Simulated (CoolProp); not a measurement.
Vapour-liquid equilibrium of dimethyl ether (1) + methanol (2) at -0.25 °C; x and y are mole fractions of (1).

Computed with CoolProp (multi-fluid Helmholtz-energy mixture model, Wu 2011 and de Reuck 1993; pair parameters Bell 2016).

```
x      bubble pressure, mixture model (bar)  bubble pressure, Raoult's law (bar)  y, mixture model  y, Raoult's law
-----  ------------------------------------  -----------------------------------  ----------------  ---------------
0.05                                 0.3404                               0.1701             0.886            0.777
0.125                                0.7263                               0.3654             0.949            0.904
0.2                                   1.040                               0.5606             0.966            0.943
0.275                                 1.289                               0.7559             0.973            0.962
0.35                                  1.487                               0.9511             0.978            0.973
0.425                                 1.646                                1.146             0.981            0.980
0.5                                   1.776                                1.342             0.983            0.985
0.575                                 1.889                                1.537             0.985            0.989
0.65                                  1.996                                1.732             0.986            0.992
0.725                                 2.104                                1.927             0.988            0.994
0.8                                   2.222                                2.123             0.990            0.996
0.875                                 2.358                                2.318             0.993            0.998
0.95                                  2.518                                2.513             0.997            0.999
```

The largest gap from Raoult's law is +100.1 % in bubble pressure, at x = 0.05. No azeotrope shows between x = 0.05 and 0.95.

The pair parameters rest on a limited set of measurements; away from them the model extrapolates. With so large a gap from Raoult's law the liquid may split in two, which this calculation doesn't test in full.
